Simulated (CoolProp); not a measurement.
Saturation properties of dimethyl ether.

Values from CoolProp's reference Helmholtz-energy equation of state, Wu 2011.

| T (K) | p (bar) | vapour density (kg/m³) | enthalpy of vaporisation (kJ/kg) | liquid viscosity (µPa s) | vapour viscosity (µPa s) |
|---|---|---|---|---|---|
| 291 | ? | 10.14 | 410.8 | 136 | 9.13 |
| 303.4 | 6.848 | 14.38 | 392.4 | 122 | ? |
| 315.9 | 9.550 | ? | 372.1 | 110 | 9.89 |
| 328.3 | 12.94 | 27.29 | ? | ? | ? |
| 340.7 | 17.14 | 36.81 | 324.9 | ? | 10.9 |
| 353.2 | 22.32 | 49.52 | 296.0 | 78.3 | 11.5 |
| 365.6 | 28.52 | 66.75 | 261.7 | 68.2 | 12.3 |
| 378 | 35.96 | 91.89 | 218.2 | 57.7 | ? |
| 390.5 | 44.94 | 135.6 | 154.2 | 45.6 | 15.9 |

**Question.** What belongs in the gaps?

**Answer.** 
- 291, p (bar): 4.776
- 303.4, vapour viscosity (µPa s): 9.49
- 315.9, vapour density (kg/m³): 20.01
- 328.3, enthalpy of vaporisation (kJ/kg): 349.9
- 328.3, liquid viscosity (µPa s): 99.0
- 328.3, vapour viscosity (µPa s): 10.3
- 340.7, liquid viscosity (µPa s): 88.6
- 378, vapour viscosity (µPa s): 13.6

It boils at 248.4 K under 1 atm.

Viscosity comes from a separate model (Meng 2012).
